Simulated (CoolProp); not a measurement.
Oxygen at 298.15 K and 9.7 MPa flows at 5.1 m/s in a round tube of 25 mm bore and 15 µm roughness, fully developed (64/Re and Nu = 3.66 if laminar; Colebrook and Gnielinski if turbulent). Each further row changes one setting.

Computed with CoolProp (reference Helmholtz-energy equation of state, Schmidt 1985).

| case | Reynolds number | Darcy friction factor | pressure drop (Pa/m) | heat-transfer coefficient (W/(m² K)) | mass flow (kg/h) |
|---|---|---|---|---|---|
| as stated | 730000 | 0.0180 | 1230 | 1780 | 1180 |
| velocity 10.2 m/s | 1460000 | 0.0177 | 4850 | 3510 | 2370 |
| diameter 50 mm | 1460000 | 0.0154 | 528 | 1520 | 4740 |

Viscosity comes from a separate model (Lemmon 2004). Thermal conductivity comes from a separate model (Lemmon 2004).
